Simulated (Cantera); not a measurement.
What does this Cantera script print?

```python
import numpy as np
import cantera as ct

gas_names = """
    H HNO HNO2 HNO3 HO2 H2 H2O H2O2 N NH NH2 NH3 NH2OH NO NO2 NO3 N2 N2H2 N2H4 N2O O OH O2 O3 Si SiH
    SiH2 SiH3 SiH4 SiN SiO SiO2 Si2 Si2N Si3
""".split()
cond_names = """
    H2O(s) H2O(L) Si(cr) Si(L) SiO2(Lqz) SiO2(hqz) SiO2(L) Si2N2O(s) Si3N4(a)
""".split()


# ... load() reads the species with a 1 bar reference pressure and builds the phases ...
atoms = {
    'SiH4': {'Si': 1, 'H': 4},
    'NO': {'N': 1, 'O': 1},
}
top_T = {'Si2N2O(s)': 2100, 'Si3N4(a)': 2400}  # K; cautious upper limits of use, not melting points


# ... equilibrate(T, P, feed) seeds the gas with the atoms and calls Mixture.equilibrate('TP', solver="vcs", rtol=1e-11, max_steps=5000) ...
results = []
T = 600  # K
P = 24  # Pa
for m in [1.1, 1.9, 2.8, 3.6, 4.4, 5.3, 6.1, 7, 7.8, 8.6, 9.5, 10]:
    feed = {'SiH4': 1, 'NO': m}  # mol
    mix = equilibrate(T, P, feed)
    results.append((T, P, feed, dict(zip(mix.species_names, mix.species_moles))))

top = {s: max(r[3][s] / sum(r[3][g] for g in gas_names) for r in results) for s in gas_names}
cols = sorted((s for s in top if top[s] > 1e-06), key=lambda s: -top[s])[:6]
seen = [c for c in cond_names if any(r[3].get(c, 0) > 1e-12 for r in results)]
print("log10 of partial pressures in bar; condensed amounts in mol")
print(f"{'n(NO)':>10s}" + "".join(f"{s[:9]:>10s}" for s in cols + seen))
for T, P, feed, n in results:
    ng = sum(n[g] for g in gas_names)
    print(f"{feed['NO']:10.4g}" + "".join(f"{np.log10(max(n[s] / ng * P / 1e5, 1e-99)):10.3f}" for s in cols)
          + "".join(f"{n.get(c, 0):10.4g}" for c in seen))
```

Output:

```
log10 of partial pressures in bar; condensed amounts in mol
     n(NO)        H2        N2       H2O        O2       NH3 SiO2(Lqz) Si2N2O(s)
       1.1    -3.671    -4.574   -10.570   -51.056    -9.174       0.4       0.3
       1.9    -3.784    -4.122   -10.532   -50.755    -9.118    0.9333   0.03333
       2.8    -4.072    -4.005    -4.248   -37.611    -9.492         1         0
       3.6    -4.598    -3.944    -3.995   -36.055   -10.249         1         0
       4.4   -20.111    -3.921    -3.962    -4.962   -33.507         1         0
       5.3   -20.407    -3.921    -4.043    -4.531   -33.952         1         0
       6.1   -20.542    -3.921    -4.104    -4.384   -34.154         1         0
         7   -20.649    -3.921    -4.164    -4.289   -34.315         1         0
       7.8   -20.724    -3.921    -4.211    -4.233   -34.427         1         0
       8.6   -20.787    -3.921    -4.253    -4.193   -34.521         1         0
       9.5   -20.847    -3.921    -4.296    -4.158   -34.612         1         0
        10   -20.877    -3.921    -4.319    -4.143   -34.657         1         0
```

Method: chemical equilibrium by Gibbs-energy minimisation in Cantera with the NASA 1993 tables (ideal gas, pure condensed phases).
